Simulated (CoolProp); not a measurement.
Fluorine at 293.15 K and 9.8 MPa is throttled through a valve to 0.49 MPa with no heat exchange. Each further row changes one setting.

The numbers come from the reference Helmholtz-energy equation of state, de Reuck 1990 in CoolProp.

```csv
case,temperature change (K),final density (kg/m³)
as stated,-17.3,8.14
outlet pressure 0.147 MPa,-18.1,2.44
outlet pressure 0.637 MPa,-17.0,10.6
```
